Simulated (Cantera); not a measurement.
A freely propagating, adiabatic, planar premixed flame of CH3OH : O2 : N2 = 1 : 1.36 : 4.5 (molar parts), equivalence ratio 1.1, unburnt at 350 K and 4.90 bar; mixture-averaged transport, grid criteria slope 0.08 and curve 0.16, no radiation.

Detailed kinetics in Cantera: GRI-Mech 3.0 (53 species, 325 reactions). GRI-Mech 3.0 was tuned for natural gas; its chemistry of methanol as a main component is partial and can be far from experiment. Burning velocities carry a grid error of a few per cent, more on coarse grids.

x: mole fraction of selected species; z is measured from the peak of heat release.

| z (mm) | T (K) | u (m/s) | x CH3OH | x O2 | x CH4 | x CH3 | x OH | x H |
|---|---|---|---|---|---|---|---|---|
| -0.224 | 350 | 0.495 | 0.146 | 0.198 | 1.68e-8 | <1e-8 | <1e-8 | <1e-8 |
| -0.149 | 352 | 0.498 | 0.145 | 0.197 | 2.24e-7 | <1e-8 | <1e-8 | <1e-8 |
| -0.112 | 359 | 0.510 | 0.144 | 0.196 | 1.18e-6 | <1e-8 | <1e-8 | <1e-8 |
| -0.0746 | 423 | 0.609 | 0.140 | 0.189 | 9.20e-6 | <1e-8 | <1e-8 | <1e-8 |
| -0.0373 | 832 | 1.24 | 0.106 | 0.151 | 6.10e-5 | … | 2.57e-8 | 9.44e-8 |
| -0.0187 | 1259 | 1.95 | 0.0592 | 0.110 | 0.000120 | … | 1.95e-5 | 2.73e-5 |
| 0 | 1721 | 2.75 | 0.00729 | 0.0620 | 0.000169 | … | 0.00124 | 0.00144 |
| 0.0187 | 1915 | 3.06 | 3.34e-5 | 0.0339 | 4.46e-5 | … | 0.00549 | 0.00518 |
| 0.0373 | 2010 | 3.19 | 1.05e-7 | 0.0209 | 3.58e-6 | … | 0.00793 | 0.00622 |
| 0.0746 | 2120 | 3.33 | <1e-8 | 0.0124 | 2.01e-8 | … | 0.00849 | 0.00526 |
| 0.149 | 2221 | 3.47 | <1e-8 | 0.00750 | <1e-8 | <1e-8 | 0.00724 | 0.00339 |
| 0.299 | 2295 | 3.57 | <1e-8 | 0.00425 | <1e-8 | <1e-8 | 0.00547 | 0.00197 |
| 0.597 | 2340 | 3.63 | <1e-8 | 0.00226 | <1e-8 | <1e-8 | 0.00398 | 0.00120 |

**Question.** Complete the blanks.

**Answer.** 
- -0.0373, x CH3: 5.51e-8
- -0.0187, x CH3: 4.34e-6
- 0, x CH3: 0.000107
- 0.0187, x CH3: 2.48e-5
- 0.0373, x CH3: 1.74e-6
- 0.0746, x CH3: 1.30e-8
